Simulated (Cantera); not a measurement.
Feed: 1 mol PbO, 0.83 mol H₂, held at 1000 Pa.

Method: chemical equilibrium by Gibbs-energy minimisation in Cantera with the NASA 1993 tables (ideal gas, pure condensed phases). Candidate condensed phases: H₂O, Pb, PbO, PbO₂, Pb₃O₄; 12 gas species. Each liquid is taken as pure. Mutual solubility and eutectic melting of coexisting phases are not modelled. Gases not in the tables: (PbO)n polymers. The numbers say what is thermodynamically allowed, not how fast it happens. All values below are at 1025 °C.

Base state: H₂O 0.700, Pb 0.256, PbO 0.0436, H₂ 0.000337, Pb₂ 2.39e-5 (mole fractions); condensed: Pb(l) + PbO(l).

Question: What changes in the equilibrium state with this change: pressure from 1000 Pa to 180 Pa?

Answer: 
```json
[
 {"species": "Pb", "before": "0.256", "after": "0.453"},
 {"species": "H₂O", "before": "0.700", "after": "0.453"},
 {"species": "PbO", "before": "0.0436", "after": "0.0930"},
 {"species": "O₂", "before": "3.04e-6", "after": "2.44e-5"},
 {"species": "OH", "before": "5.29e-6", "after": "1.10e-5"},
 {"species": "H₂", "before": "0.000337", "after": "0.000181"},
 {"species": "Pb₂", "before": "2.39e-5", "after": "1.35e-5"},
 {"species": "Pb(l), mol", "before": "0.527", "after": "0"},
 {"species": "PbO(l), mol", "before": "0.119", "after": "0"}
]
```
